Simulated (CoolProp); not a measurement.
R236EA along the isotherm 387.6 K: fugacity coefficient from the reference equation and from simpler models built on Tc = 412.4 K, pc = 34.14 bar, ω = 0.368; each cubic takes its own stable root.

Computed with CoolProp (reference Helmholtz-energy equation of state, Rui 2013).

| p (bar) | phase | reference |
|---|---|---|
| 6 | gas | 0.9249 |
| 12 | gas | 0.8508 |
| 18 | gas | 0.7760 |
| 24 | liquid | 0.6578 |
| 30 | liquid | 0.5406 |
| 36 | liquid | 0.4625 |
| 42 | liquid | 0.4069 |
| 48 | liquid | 0.3653 |
| 54 | liquid | 0.3331 |
| 60 | liquid | 0.3075 |

Problem. How far does each simpler model (van der Waals, Redlich-Kwong, Soave-Redlich-Kwong) lie from the reference over these 10 states: mean and median of the absolute difference, and the worst?

Solution. 
- van der Waals: mean 18.6 %, median 23.1 %, worst +31.3 % at 387.6 K and 60 bar
- Redlich-Kwong: mean 8.1 %, median 10.2 %, worst +12.9 % at 387.6 K and 60 bar
- Soave-Redlich-Kwong: mean 2.5 %, median 2.7 %, worst +4.6 % at 387.6 K and 60 bar

At some of these states van der Waals gives the other phase, because its saturation line lies elsewhere.
